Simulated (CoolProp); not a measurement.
A simple Rankine cycle with ammonia: condensing at 324.15 K, boiler at 5.04 MPa, turbine inlet 402.4 K, turbine efficiency 0.65, pump efficiency 0.7, no recuperator. Each further row changes one setting.

Computed with CoolProp (reference Helmholtz-energy equation of state, Gao 2020).

| case | thermal efficiency (%) | net work (kJ/kg) | heat in (kJ/kg) | turbine exit temperature (K) | volume ratio over the turbine |
|---|---|---|---|---|---|
| as stated | 6.4 | 75.9 | 1190 | 342.2 | 2.18 |
| turbine inlet 422.4 K | 6.7 | 83.9 | (withheld) | 361.7 | 2.18 |
| condensing temperature 316.15 K | 7.6 | 93.0 | 1220 | (withheld) | 2.63 |
| boiler pressure 3.53 MPa | 4.2 | 51.8 | 1240 | (withheld) | 1.59 |
| turbine efficiency 0.55 | 5.3 | 63.1 | 1190 | 346.3 | 2.22 |

Task: Fill in the missing entries.

Result: 
- turbine inlet 422.4 K, heat in (kJ/kg): 1250
- condensing temperature 316.15 K, turbine exit temperature (K): 329.9
- boiler pressure 3.53 MPa, turbine exit temperature (K): 367.3
